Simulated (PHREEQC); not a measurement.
Acid rinse or clean: speciation

Consider water at 25 °C with 0.0013 mol/kgw H2SO4, 0.0019 mol/kgw AlCl3 and 0.27 mol/kgw MnSO4. It is in equilibrium with CO2 at log p = -2 (atm). Otherwise closed; pH follows from the charge balance.

All values are PHREEQC results (ion-association model, wateq4f.dat), not measurements.

Precipitation was switched off in this run.

Question: Estimate the pH.

Answer: pH 3.30.

Question: In which forms is Cl present?

Answer: Cl- 89 %, MnCl+ 11 % of the Cl.

Species that the database lacks are ignored.
